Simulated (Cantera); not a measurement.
A closed system holds: 1 mol SiO2, 0.36 mol C, 1 mol CO, at 200 Pa.

Method: chemical equilibrium by Gibbs-energy minimisation in Cantera with the NASA 1993 tables (ideal gas, pure condensed phases). Candidate condensed phases: C, Si, SiC, SiO2; 20 gas species. The tables hold silica as quartz up to 1696 K and as liquid above; real silica turns to tridymite and cristobalite and melts near 1996 K. Rates play no part.

**Question.** Which condensed phases are stable at each of these points (T (K)): 1625, 1675, 1725, 1775, 1825, 1875, 1925, 1975, 2025, 2075, 2125, 2175, 2225?

**Answer.** 
| T (K) | condensed phases | Si condensed (%) |
|---|---|---|
| 1625 | SiO2(β-quartz) | 64.0 |
| 1675 | SiO2(β-quartz) | 64.0 |
| 1725 | SiO2(condensed) | 64.0 |
| 1775 | SiO2(condensed) | 63.9 |
| 1825 | SiO2(condensed) | 63.7 |
| 1875 | SiO2(condensed) | 63.3 |
| 1925 | SiO2(condensed) | 62.5 |
| 1975 | SiO2(condensed) | 60.8 |
| 2025 | SiO2(l) | 57.8 |
| 2075 | SiO2(l) | 52.8 |
| 2125 | SiO2(l) | 45.3 |
| 2175 | SiO2(l) | 34.7 |
| 2225 | SiO2(l) | 19.5 |

From 1625 K to 1675 K the condensed part is SiO2(β-quartz). From 1725 K to 1975 K the condensed part is SiO2(condensed). From 2025 K to 2225 K the condensed part is SiO2(l).
